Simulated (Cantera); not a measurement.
Input (Python, Cantera):

```python
import numpy as np
import cantera as ct

gas = ct.Solution("gri30.yaml")
gas.TPX = 723, 1000000, {'CO': 1, 'H2': 0.57, 'CH4': 0.77, 'O2': 3.81, 'N2': 14.3}
inlet = ct.Reservoir(gas, clone=True)
gas.equilibrate("HP")  # start burning
reactor = ct.IdealGasConstPressureReactor(gas, energy="on", clone=False)
exhaust = ct.Reservoir(gas, clone=True)
tau = [0.062, 0.032, 0.017, 0.0089, 0.0047, 0.0024, 0.0013, 0.00067, 0.00035, 0.00018, 9.6e-05, 5.1e-05, 2.7e-05][0]
for a, b in ((inlet, reactor), (reactor, exhaust)):
    ct.MassFlowController(a, b, mdot=lambda t: reactor.mass / tau)
net = ct.ReactorNet([reactor])
show = ['CO', 'H2', 'CH4', 'CH2CO', 'C2H2', 'O2']

rows = []
print(f"{'tau/s':>10s}{'T/K':>9s}" + "".join(f"{s:>11s}" for s in show))
for tau in [0.062, 0.032, 0.017, 0.0089, 0.0047, 0.0024, 0.0013, 0.00067, 0.00035, 0.00018, 9.6e-05, 5.1e-05, 2.7e-05]:
    net.initial_time = 0.0
    net.advance(30 * tau)
    before = gas.X
    net.advance(40 * tau)
    drift = np.max(np.abs(gas.X - before) / (gas.X + 1e-9))
    rows.append([gas.T, *gas[show].X, drift])
    print(f"{tau:10.3e}{gas.T:9.1f}" + "".join(f"{x:11.3e}" for x in gas[show].X))
```

Output:

```
     tau/s      T/K         CO         H2        CH4      CH2CO       C2H2         O2
 6.200e-02   2112.1  3.805e-04  8.483e-05  7.272e-07  2.306e-11  8.755e-12  7.464e-02
 3.200e-02   2112.7  4.231e-04  8.965e-05  1.375e-06  5.343e-11  3.041e-11  7.490e-02
 1.700e-02   2112.5  4.957e-04  9.768e-05  2.501e-06  1.282e-10  9.617e-11  7.506e-02
 8.900e-03   2111.4  6.273e-04  1.122e-04  4.519e-06  3.334e-10  2.907e-10  7.519e-02
 4.700e-03   2109.1  8.515e-04  1.373e-04  7.861e-06  8.773e-10  7.769e-10  7.532e-02
 2.400e-03   2104.9  1.248e-03  1.822e-04  1.353e-05  2.386e-09  1.885e-09  7.548e-02
 1.300e-03   2098.7  1.824e-03  2.484e-04  2.148e-05  5.693e-09  3.684e-09  7.571e-02
 6.700e-04   2088.5  2.787e-03  3.594e-04  3.448e-05  1.379e-08  6.695e-09  7.609e-02
 3.500e-04   2073.5  4.237e-03  5.242e-04  5.423e-05  3.120e-08  1.097e-08  7.670e-02
 1.800e-04   2050.8  6.492e-03  7.727e-04  8.667e-05  6.931e-08  1.723e-08  7.769e-02
 9.600e-05   2019.6  9.693e-03  1.107e-03  1.381e-04  1.451e-07  2.612e-08  7.919e-02
 5.100e-05   1974.1  1.454e-02  1.576e-03  2.317e-04  3.115e-07  4.130e-08  8.164e-02
 2.700e-05   1904.3  2.230e-02  2.262e-03  4.359e-04  7.553e-07  7.561e-08  8.593e-02
```

Cantera simulation using GRI-Mech 3.0 (53 species, 325 reactions); the numbers are that mechanism's predictions, not measurements.
